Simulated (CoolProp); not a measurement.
Vapour-liquid equilibrium of 1-butene (1) + n-butane (2) at 1930 kPa; x and y are mole fractions of (1).

Model: multi-fluid Helmholtz-energy mixture model, Lemmon 2005 and Bücker 2006; pair parameters Bell 2016, in CoolProp.

Q: Give the bubble temperature and the first vapour's composition at x = 0.125, 0.5, 0.575. Is there an azeotrope?

A: x = 0.125: 111.3 °C, y = 0.136; x = 0.5: 107.8 °C, y = 0.525; x = 0.575: 107.1 °C, y = 0.598. No azeotrope shows between x = 0.05 and 0.95.

Pair parameters are fitted to limited data, so mixtures are less certain than the pure fluids.
